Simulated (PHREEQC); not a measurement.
Dissolve 2.2 mmol/kgw HNO3, 0.0068 mmol/kgw CaCl2 and 1.9 mmol/kgw MgCl2 at 51 °C. Closed to the air; pH follows from the charge balance.

The numbers come from PHREEQC with the ion-association model, phreeqc.dat.

Task: The ionic strength comes out as 0.00792 mol/kgw. What activity coefficients do Cl-, H+, Mg+2, Ca+2, NO3- get?

Result: Cl- 0.91, H+ 0.92, Mg+2 0.69, Ca+2 0.68, NO3- 0.90.

This is a speciation only: nothing precipitates in the calculation. At this temperature some constants are extrapolated from 25 °C, and those without enthalpy data are left unchanged.
